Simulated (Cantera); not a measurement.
**Hydrocarbon pyrolysis for carbon deposition**

An isothermal, constant-pressure homogeneous reactor starts with 33.3 % C₂H₆, 66.7 % N₂, at 1400 K and 1.01 bar.

Model: GRI-Mech 3.0 (53 species, 325 reactions), integrated in Cantera. GRI-Mech 3.0 stops at C3 and has no aromatics, soot or wall deposition, so with more carbon than oxygen in the feed, carbon stays in small species such as C2H2 where larger ones or solid carbon would form.

| t (s) | x C₂H₆ | x H₂ | x HCN | x C₂H₂ | x CH₃ | x CH₄ |
|---|---|---|---|---|---|---|
| 5.00e-6 | 0.333 | 9.20e-5 | <1e-12 | 2.25e-9 | 0.000314 | 0.000110 |
| 1.26e-5 | 0.331 | 0.00104 | 2.86e-11 | 3.11e-7 | 0.000508 | 0.000511 |
| 3.16e-5 | 0.321 | 0.00686 | 2.73e-10 | 1.77e-5 | 0.000717 | 0.00201 |
| 7.93e-5 | 0.291 | 0.0249 | 6.21e-10 | 0.000268 | 0.000753 | 0.00654 |
| 0.000199 | 0.227 | 0.0642 | 8.96e-10 | 0.00184 | 0.000678 | 0.0173 |
| 0.000501 | 0.121 | 0.130 | 1.10e-9 | 0.00840 | 0.000514 | 0.0385 |
| 0.00126 | 0.0275 | 0.195 | 1.21e-9 | 0.0272 | 0.000250 | 0.0619 |
| 0.00316 | 0.00321 | 0.228 | 1.22e-9 | 0.0538 | 8.32e-5 | 0.0680 |
| 0.00795 | 0.000713 | 0.248 | 1.20e-9 | 0.0774 | 3.89e-5 | 0.0682 |
| 0.0200 | 0.000433 | 0.269 | 1.17e-9 | 0.105 | 3.08e-5 | 0.0679 |
| 0.0502 | 0.000283 | 0.290 | 1.15e-9 | 0.133 | 2.60e-5 | 0.0682 |
| 0.126 | 0.000195 | 0.299 | 1.15e-9 | 0.147 | 2.26e-5 | 0.0703 |
| 0.317 | 0.000178 | 0.295 | 1.18e-9 | 0.148 | 2.24e-5 | 0.0757 |
| 0.796 | 0.000167 | 0.284 | 1.25e-9 | 0.147 | 2.30e-5 | 0.0860 |
| 2.00 | 0.000154 | 0.269 | 1.38e-9 | 0.144 | 2.36e-5 | 0.102 |
x: mole fraction; the columns are a selection and need not sum to one.

Equilibrium at this temperature and pressure: C₂H₆ 0.000114, H₂ 0.260, HCN 0.0918, C₂H₂ 0.102, CH₃ 2.20e-5, CH₄ 0.115 (gas phase only).
